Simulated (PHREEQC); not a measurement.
## Copper plating or etch bath (model solution)

Dissolve 1.9 mmol/kgw Cu(BF4)2 and 0.74 mmol/kgw KCl at 25 °C. Closed to the air; pH follows from the charge balance.

Model: ion-association model, wateq4f.dat, run in PHREEQC.

Each row changes one thing in this solution. Precipitation was switched off in this run.

```json
[
 {"case": "as made", "pH": "3.02", "ionic strength (mol/kgw)": "0.00739", "HF (mol/kgw)": "0.00267", "BF4- (mol/kgw)": "0.00228", "F- (mol/kgw)": "0.00202", "H3BO3 (mol/kgw)": "0.00104", "SI of CuF2:2H2O (CuF2:2H2O)": "-3.80", "SI of Tenorite (CuO)": "-4.47"},
 {"case": "temperature from 25 to 75 °C", "pH": "3.19", "ionic strength (mol/kgw)": "0.00696", "HF (mol/kgw)": "0.00556", "BF4- (mol/kgw)": "0.00139", "F- (mol/kgw)": "0.00236", "H3BO3 (mol/kgw)": "0.00178", "SI of CuF2:2H2O (CuF2:2H2O)": "-3.31", "SI of Tenorite (CuO)": "…"},
 {"case": "KCl from 0.00074 to 0.000666 mol/kgw", "pH": "3.02", "ionic strength (mol/kgw)": "0.00731", "HF (mol/kgw)": "0.00267", "BF4- (mol/kgw)": "0.00228", "F- (mol/kgw)": "0.00202", "H3BO3 (mol/kgw)": "0.00104", "SI of CuF2:2H2O (CuF2:2H2O)": "-3.80", "SI of Tenorite (CuO)": "-4.47"},
 {"case": "Cu(BF4)2 from 0.0019 to 0.00285 mol/kgw", "pH": "2.98", "ionic strength (mol/kgw)": "0.0103", "HF (mol/kgw)": "0.00304", "BF4- (mol/kgw)": "0.00390", "F- (mol/kgw)": "0.00216", "H3BO3 (mol/kgw)": "0.00112", "SI of CuF2:2H2O (CuF2:2H2O)": "…", "SI of Tenorite (CuO)": "-4.39"},
 {"case": "temperature from 25 to 70 °C", "pH": "…", "ionic strength (mol/kgw)": "0.00701", "HF (mol/kgw)": "0.00520", "BF4- (mol/kgw)": "0.00150", "F- (mol/kgw)": "0.00231", "H3BO3 (mol/kgw)": "0.00169", "SI of CuF2:2H2O (CuF2:2H2O)": "-3.36", "SI of Tenorite (CuO)": "…"},
 {"case": "0.00013 mol/kgw Na2SO4 added", "pH": "3.02", "ionic strength (mol/kgw)": "0.00769", "HF (mol/kgw)": "0.00266", "BF4- (mol/kgw)": "0.00228", "F- (mol/kgw)": "0.00203", "H3BO3 (mol/kgw)": "0.00104", "SI of CuF2:2H2O (CuF2:2H2O)": "-3.81", "SI of Tenorite (CuO)": "-4.48"},
 {"case": "KCl from 0.00074 to 7.4e-05 mol/kgw", "pH": "3.02", "ionic strength (mol/kgw)": "0.00672", "HF (mol/kgw)": "0.00267", "BF4- (mol/kgw)": "0.00228", "F- (mol/kgw)": "0.00202", "H3BO3 (mol/kgw)": "0.00104", "SI of CuF2:2H2O (CuF2:2H2O)": "-3.79", "SI of Tenorite (CuO)": "-4.47"}
]
```

Question: Complete the blanks.

Answer: 
- temperature from 25 to 75 °C, SI of Tenorite (CuO): -2.55
- Cu(BF4)2 from 0.0019 to 0.00285 mol/kgw, SI of CuF2:2H2O (CuF2:2H2O): -3.60
- temperature from 25 to 70 °C, pH: 3.16
- temperature from 25 to 70 °C, SI of Tenorite (CuO): -2.74

Species that the database lacks are ignored. Away from 25 °C the constants follow the database's enthalpies or fits; those with neither stay at their 25 °C values. Real BF4- forms and hydrolyses slowly; the run takes it at equilibrium.
